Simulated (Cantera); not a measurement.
Charge: 1 mol CaCO₃, 2 mol CO₂, 0.045 mol O₂, 2.6 mol H₂, at 1775 K and 0.0210 bar.

Method: chemical equilibrium by Gibbs-energy minimisation in Cantera with the NASA 1993 tables (ideal gas, pure condensed phases). Candidate condensed phases: C, C₆H₆, C₇H₈, C₈H₁₈, Ca, CaCO₃, CaO, Ca(OH)₂, H₂O; 115 gas species. Kinetics and transport are ignored.

Base state: H₂O 0.333, CO 0.317, CO₂ 0.218, H₂ 0.130, H 0.000721, OH 0.000115 (mole fractions); condensed: CaO(s).

**Question.** What changes in the equilibrium state with this change: temperature from 1775 K to 1023.15 K?

**Answer.** 
```
species        before    after
-----------  --------  -------
CO₂             0.218    0.312
H₂O             0.333    0.240
H₂              0.130    0.225
CO              0.317    0.224
OH           0.000115    <1e-9
H            0.000721  1.36e-8
CaO(s), mol     1.000     1.00
```
